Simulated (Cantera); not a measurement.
An isothermal, constant-pressure homogeneous reactor starts with 30.3 % N₂O, 69.7 % N₂, at 1523 K and 13300 Pa.

Detailed kinetics in Cantera: GRI-Mech 3.0 (53 species, 325 reactions). GRI-Mech 3.0 was tuned for natural gas; its chemistry of N2O as a main component is partial and can be far from experiment. The temperature is held fixed by assumption; the heat of reaction is taken as removed at once.

One state of this run: x N₂O = 0.298; x NO = 0.00103; x O = 8.87e-5; x O₂ = 0.00147; x NO₂ = 1.97e-7. x: mole fraction; the columns are a selection and need not sum to one.

Question: Which value of t (s) does it belong to?
A) 0.0300
B) 0.00139
C) 0.00646
D) 0.139

Answer: B, 0.00139
